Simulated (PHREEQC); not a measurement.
A solution holds 3.4 mmol/kgw H3BO3, at 20 °C. Closed to the air; pH follows from the charge balance.

All values are PHREEQC results (ion-association model, phreeqc.dat), not measurements.

Each row changes one thing in this solution. This is a speciation only: nothing precipitates in the calculation.

| case | pH | ionic strength (mol/kgw) | H2BO3- (mol/kgw) |
|---|---|---|---|
| as made | 5.87 | 1.34e-6 | 1.33e-6 |
| diluted 10-fold with water | 6.37 | 4.30e-7 | … |
| H3BO3 from 0.0034 to 0.0017 mol/kgw | 6.02 | 9.49e-7 | … |
| H3BO3 replaced by Cu(BF4)2 at the same molality | 2.96 | 0.0112 | … |
| 0.0035 mol/kgw KHF2 added | 3.56 | 0.00379 | 5.05e-9 |
| H3BO3 from 0.0034 to 0.00068 mol/kgw | 6.22 | … | 5.92e-7 |
| H3BO3 replaced by NaBF4 at the same molality | 3.02 | 0.00442 | 5.65e-10 |

**Question.** What belongs in the gaps?

**Answer.** 
- diluted 10-fold with water, H2BO3- (mol/kgw): 4.14e-7
- H3BO3 from 0.0034 to 0.0017 mol/kgw, H2BO3- (mol/kgw): 9.41e-7
- H3BO3 replaced by Cu(BF4)2 at the same molality, H2BO3- (mol/kgw): 5.72e-10
- H3BO3 from 0.0034 to 0.00068 mol/kgw, ionic strength (mol/kgw): 6.03e-7

Real BF4- forms and hydrolyses slowly; the run takes it at equilibrium.
